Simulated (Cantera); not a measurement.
An isothermal, constant-pressure homogeneous reactor starts with CH4 : CO2 : H2O = 1 : 0.37 : 0.045 (molar parts), at 1498 K and 880000 Pa.

Computed with Cantera and GRI-Mech 3.0 (53 species, 325 reactions). GRI-Mech 3.0 stops at C3 and has no aromatics, soot or wall deposition, so with more carbon than oxygen in the feed, carbon stays in small species such as C2H2 where larger ones or solid carbon would form.

x: mole fraction; the columns are a selection and need not sum to one.

| t (s) | x CH4 | x CO2 | x CH2CO | x C2H6 | x H2O |
|---|---|---|---|---|---|
| 6.00e-5 | 0.706 | 0.261 | <1e-12 | 7.01e-5 | 0.0318 |
| 0.000235 | 0.706 | 0.261 | 6.79e-12 | 0.000358 | 0.0318 |
| 0.000917 | 0.703 | 0.261 | 2.17e-10 | 0.00130 | 0.0318 |
| 0.00358 | 0.688 | 0.260 | [?] | 0.00264 | 0.0318 |
| 0.0140 | 0.629 | 0.250 | [?] | 0.00194 | 0.0325 |
| 0.0548 | 0.479 | 0.211 | [?] | 0.00104 | 0.0470 |
| 0.214 | 0.299 | 0.103 | [?] | 0.000970 | 0.125 |
| 0.837 | 0.256 | 0.0439 | [?] | 0.000906 | 0.154 |
| 3.27 | 0.261 | 0.0337 | [?] | 0.000810 | 0.109 |
| 12.8 | 0.250 | 0.0173 | [?] | 0.000607 | 0.0536 |
| 50.0 | 0.225 | 0.00449 | [?] | 0.000420 | 0.0143 |

Question: Some entries are withheld; supply them.

Answer: 
- 0.00358, x CH2CO: 1.70e-8
- 0.0140, x CH2CO: 6.00e-7
- 0.0548, x CH2CO: 3.71e-6
- 0.214, x CH2CO: 1.59e-5
- 0.837, x CH2CO: 2.03e-5
- 3.27, x CH2CO: 1.12e-5
- 12.8, x CH2CO: 5.44e-6
- 50.0, x CH2CO: 3.52e-6
